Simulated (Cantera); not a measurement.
An isothermal, constant-pressure homogeneous reactor starts with CH4 : N2 = 1 : 5.7 (molar parts), at 1575 K and 54.8 Torr. Integrator tolerance rtol = 1e-08.

Model: GRI-Mech 3.0 (53 species, 325 reactions), integrated in Cantera. GRI-Mech 3.0 stops at C3 and has no aromatics, soot or wall deposition, so with more carbon than oxygen in the feed, carbon stays in small species such as C2H2 where larger ones or solid carbon would form.

```json
[
 {"quantity": "x(CH4) at 60.0 s", "before": "0.000735 (gas-phase equilibrium 0.000409)", "after": "0.000285 (gas-phase equilibrium 8.11e-5)"},
 {"quantity": "x(C2H6) at 60.0 s", "before": "1.10e-8 (gas-phase equilibrium 3.87e-9)", "after": "2.77e-9 (gas-phase equilibrium 3.08e-10)"},
 {"quantity": "x(C2H4) at 60.0 s", "before": "0.000126 (gas-phase equilibrium 5.45e-5)", "after": "3.09e-5 (gas-phase equilibrium 8.74e-6)"},
 {"quantity": "x(C2H2) at 60.0 s", "before": "0.0645 (gas-phase equilibrium 0.0278)", "after": "0.0319 (gas-phase equilibrium 0.00903)"},
 {"quantity": "x(CH2) at 60.0 s", "before": "1.67e-9 (gas-phase equilibrium 9.30e-10)", "after": "1.30e-9 (gas-phase equilibrium 3.72e-10)"}
]
```

Task: What was changed between the two runs?
(A) temperature 1575 to 1200 K
(B) pressure from 54.8 Torr to 1.01 bar
(C) temperature 1575 to 1625 K
(D) CH4 1 to 0.42 parts

Result: D, CH4 1 to 0.42 parts
